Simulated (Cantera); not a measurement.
An isothermal, constant-pressure homogeneous reactor starts with 89.3 % NH3, 10.7 % H2, at 1875 K and 20.0 Torr.

Computed with Cantera and the gas-phase N/H chemistry of the illustrative SiF4/NH3 mechanism in the Surface Chemkin manual (1991). Walls and surfaces, which speed up NH3 decomposition in real reactors, are not modelled.

x: mole fraction; the columns are a selection and need not sum to one.

```json
[
 {"t (s)": "2.00e-6", "x NH3": "0.893", "x H2": "0.107", "x NH2": "1.54e-7", "x N2H2": "<1e-12", "x N": "<1e-12", "x N2H4": "<1e-12", "x N2": "<1e-12"},
 {"t (s)": "9.41e-6", "x NH3": "0.893", "x H2": "0.107", "x NH2": "9.41e-7", "x N2H2": "<1e-12", "x N": "<1e-12", "x N2H4": "<1e-12", "x N2": "<1e-12"},
 {"t (s)": "4.43e-5", "x NH3": "0.893", "x H2": "0.107", "x NH2": "4.87e-6", "x N2H2": "2.57e-11", "x N": "<1e-12", "x N2H4": "<1e-12", "x N2": "<1e-12"},
 {"t (s)": "0.000208", "x NH3": "0.893", "x H2": "0.107", "x NH2": "2.34e-5", "x N2H2": "1.88e-9", "x N": "3.61e-12", "x N2H4": "1.86e-11", "x N2": "4.94e-10"},
 {"t (s)": "0.000980", "x NH3": "0.893", "x H2": "0.107", "x NH2": "?", "x N2H2": "?", "x N": "8.96e-10", "x N2H4": "4.36e-10", "x N2": "?"},
 {"t (s)": "0.00461", "x NH3": "0.892", "x H2": "0.107", "x NH2": "0.000483", "x N2H2": "2.21e-6", "x N": "6.14e-8", "x N2H4": "8.53e-9", "x N2": "4.68e-5"},
 {"t (s)": "0.0217", "x NH3": "0.885", "x H2": "0.112", "x NH2": "0.000815", "x N2H2": "7.36e-6", "x N": "2.26e-7", "x N2H4": "2.43e-8", "x N2": "0.00173"},
 {"t (s)": "0.102", "x NH3": "0.851", "x H2": "0.138", "x NH2": "0.000789", "x N2H2": "6.88e-6", "x N": "2.57e-7", "x N2H4": "2.27e-8", "x N2": "0.0108"},
 {"t (s)": "0.480", "x NH3": "0.712", "x H2": "0.240", "x NH2": "0.000689", "x N2H2": "5.11e-6", "x N": "3.45e-7", "x N2H4": "1.73e-8", "x N2": "0.0475"},
 {"t (s)": "2.26", "x NH3": "0.355", "x H2": "0.503", "x NH2": "0.000427", "x N2H2": "1.85e-6", "x N": "4.52e-7", "x N2H4": "6.65e-9", "x N2": "0.142"},
 {"t (s)": "10.6", "x NH3": "0.0426", "x H2": "0.732", "x NH2": "9.84e-5", "x N2H2": "1.26e-7", "x N": "4.39e-7", "x N2H4": "3.53e-10", "x N2": "0.224"},
 {"t (s)": "50.0", "x NH3": "?", "x H2": "0.761", "x NH2": "?", "x N2H2": "1.23e-11", "x N": "?", "x N2H4": "<1e-12", "x N2": "0.235"}
]
```

**Question.** Complete the blanks.

**Answer.** 
- 0.000980, x NH2: 0.000110
- 0.000980, x N2H2: 7.57e-8
- 0.000980, x N2: 2.40e-7
- 50.0, x NH3: 4.69e-5
- 50.0, x NH2: 6.00e-7
- 50.0, x N: 8.43e-8
